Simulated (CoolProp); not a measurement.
Vapour-liquid equilibrium of methane (1) + ethane (2) at 223 kPa; x and y are mole fractions of (1).

Computed with CoolProp (multi-fluid Helmholtz-energy mixture model, Setzmann 1991 and Bücker 2006; pair parameters Kunz 2012).

```json
[
 {"x": "0.05", "bubble temperature (°C)": "-95.4", "y at the bubble point": "…", "dew temperature at overall composition x (°C)": "-73.7", "liquid density (mol/L)": "18.54"},
 {"x": "0.2", "bubble temperature (°C)": "…", "y at the bubble point": "0.969", "dew temperature at overall composition x (°C)": "-77.5", "liquid density (mol/L)": "20.44"},
 {"x": "0.35", "bubble temperature (°C)": "-136.2", "y at the bubble point": "0.990", "dew temperature at overall composition x (°C)": "-81.8", "liquid density (mol/L)": "…"},
 {"x": "0.5", "bubble temperature (°C)": "…", "y at the bubble point": "0.996", "dew temperature at overall composition x (°C)": "-86.9", "liquid density (mol/L)": "22.57"},
 {"x": "0.65", "bubble temperature (°C)": "-145.2", "y at the bubble point": "0.998", "dew temperature at overall composition x (°C)": "…", "liquid density (mol/L)": "23.48"},
 {"x": "0.8", "bubble temperature (°C)": "…", "y at the bubble point": "0.999", "dew temperature at overall composition x (°C)": "-102.4", "liquid density (mol/L)": "…"},
 {"x": "0.95", "bubble temperature (°C)": "-150.2", "y at the bubble point": "…", "dew temperature at overall composition x (°C)": "-120.6", "liquid density (mol/L)": "25.11"}
]
```

Task: Complete the blanks.

Result: 
- 0.05, y at the bubble point: 0.690
- 0.2, bubble temperature (°C): -125.9
- 0.35, liquid density (mol/L): 21.59
- 0.5, bubble temperature (°C): -141.6
- 0.65, dew temperature at overall composition x (°C): -93.3
- 0.8, bubble temperature (°C): -147.8
- 0.8, liquid density (mol/L): 24.33
- 0.95, y at the bubble point: 1.000

No azeotrope shows between x = 0.05 and 0.95.

The pair parameters rest on a limited set of measurements; away from them the model extrapolates.
